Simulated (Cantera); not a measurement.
Feed: 1 mol Si3N4, 0.038 mol H2O, 8.1 mol N2, held at 1523.15 K and 6.50e-5 bar.

These are equilibrium values from Cantera (NASA tables, ideal gas, pure condensed phases), not measurements of a reactor. Candidate condensed phases: H2O, Si, SiO2, Si2N2O, Si3N4; 35 gas species. Rates play no part.

Base state: N2 0.992, SiO 0.00373, H2 0.00365, Si 0.000278, H 0.000173 (mole fractions); condensed: Si(s).

What changes in the equilibrium state with this change: pressure from 6.50e-5 bar to 0.710 bar?


```json
[
 {"species": "N2", "before": "0.992", "after": "0.995"},
 {"species": "H2", "before": "0.00365", "after": "0.00466"},
 {"species": "H", "before": "0.000173", "after": "1.88e-6"},
 {"species": "SiO", "before": "0.00373", "after": "1.00e-7"},
 {"species": "Si", "before": "0.000278", "after": "<1e-9"},
 {"species": "Si(s), mol", "before": "2.96", "after": "0"},
 {"species": "Si2N2O(s), mol", "before": "0", "after": "0.0380"},
 {"species": "Si3N4(s), mol", "before": "0", "after": "0.975"}
]
```
Mutual solubility and eutectic melting of coexisting phases are not modelled.
